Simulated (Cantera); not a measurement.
# Ignition delay

Mixture: CO : H₂ : O₂ : N₂ = 1 : 0.43 : 0.511 : 2.66 (molar parts), equivalence ratio 1.4, at 760 Torr, adiabatic and at constant volume. Ignition delay is the time to a rise of 400 K.

Cantera simulation using GRI-Mech 3.0 (53 species, 325 reactions); the numbers are that mechanism's predictions, not measurements. Where the delays flatten at high temperature, the 400 K rule measures the pace of heat release, not the induction time.

| T0 (K) | delay (ms) |
|---|---|
| 1100 | 0.138 |
| 1150 | 0.0992 |
| 1200 | 0.0761 |
| 1250 | 0.0613 |
| 1300 | 0.0512 |
| 1350 | 0.0442 |
| 1400 | 0.0392 |
| 1450 | 0.0356 |
